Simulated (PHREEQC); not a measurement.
Make-up at 75 °C: 0.23 mol/kgw LiBr, 0.078 mol/kgw MnCl2 and 0.00014 mol/kgw H4SiO4. Closed to the air; pH follows from the charge balance.

Equilibrium calculation in PHREEQC: ion-association model, phreeqc.dat.

No solid was allowed to form.

Task: Order these Mn species by the share of Mn that they hold, largest first: MnCl2, MnCl+, Mn+2.

Result: Mn+2 (88 %), MnCl+ (11 %), MnCl2 (0.28 %)

Task: Order these Cl species by the share of Cl that they hold, largest first: MnCl+, Cl-, MnCl2.

Result: Cl- (94 %), MnCl+ (5.7 %), MnCl2 (0.28 %)

The pH is 5.41 and the ionic strength 0.446 mol/kgw. Species that the database lacks are ignored. Away from 25 °C the constants follow the database's enthalpies or fits; those with neither stay at their 25 °C values.
